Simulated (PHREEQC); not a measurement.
A solution holds 0.11 mol Ca(NO3)2 per kg of water, at 20 °C. It is in equilibrium with CO2 at log p = -2 (atm). Otherwise closed; pH follows from the charge balance.

All values are PHREEQC results (ion-association model, phreeqc.dat), not measurements.

**Question.** The ionic strength comes out as 0.330 mol/kgw. What activity coefficients do H+, Ca+2, CaHCO3+, HCO3-, NO3- get?

**Answer.** H+ 0.78, Ca+2 0.29, CaHCO3+ 0.73, HCO3- 0.72, NO3- 0.65.

Precipitation was switched off in this run.
